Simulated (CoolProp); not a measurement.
Cyclopentane along the isotherm 519.6 K: fugacity coefficient from the reference equation and from simpler models built on Tc = 511.7 K, pc = 45.83 bar, ω = 0.202; each cubic takes its own stable root.

Model: reference Helmholtz-energy equation of state, Gedanitz 2015, in CoolProp.

```
p (bar)          phase  reference  van der Waals  Soave-Redlich-Kwong  Peng-Robinson
-------  -------------  ---------  -------------  -------------------  -------------
7.64               gas     0.9445         0.9525               0.9465         0.9406
15.3               gas     0.8900         0.9051               0.8939         0.8829
22.9               gas     0.8368         0.8581               0.8424         0.8271
30.6               gas     0.7834         0.8101               0.7907         0.7719
38.2               gas     0.7304         0.7616               0.7395         0.7179
45.8               gas     0.6756         0.7100               0.6867         0.6633
53.5     supercritical     0.6122         0.6459               0.6257         0.6021
61.1     supercritical     0.5536         0.5906               0.5696         0.5462
68.7     supercritical     0.5070         0.5468               0.5246         0.5015
```
